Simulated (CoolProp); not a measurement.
Values from CoolProp's reference Helmholtz-energy equation of state, Span 2000.

### Question
For nitrogen, give the phase and the Z, cv (kJ/(kg K)), Joule-Thomson coefficient (K/MPa), isothermal compressibility (1/MPa) at -184.65 °C and 755 kPa; -184.65 °C and 1130 kPa; -184.65 °C and 1320 kPa.

### Answer
- -184.65 °C and 755 kPa: liquid; Z 0.0381, cv 1.03, Joule-Thomson coefficient -0.250, isothermal compressibility 0.00497
- -184.65 °C and 1130 kPa: liquid; Z 0.0569, cv 1.03, Joule-Thomson coefficient -0.256, isothermal compressibility 0.00488
- -184.65 °C and 1320 kPa: liquid; Z 0.0664, cv 1.03, Joule-Thomson coefficient -0.258, isothermal compressibility 0.00484
